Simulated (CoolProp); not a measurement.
The numbers come from the reference Helmholtz-energy equation of state, Span 2003 in CoolProp. It is a short technical equation, of lower accuracy than the large ones.

Question: For n-heptane, give the phase and the density (kg/m³), viscosity (µPa s), conductivity (mW/(m K)) at 224.35 °C and 173 kPa.

Answer: 
- 224.35 °C and 173 kPa: gas; density 4.32, viscosity 9.75, conductivity 33.2

Viscosity comes from a separate model (Michailidou 2014). Thermal conductivity comes from a separate model (Assael 2013).
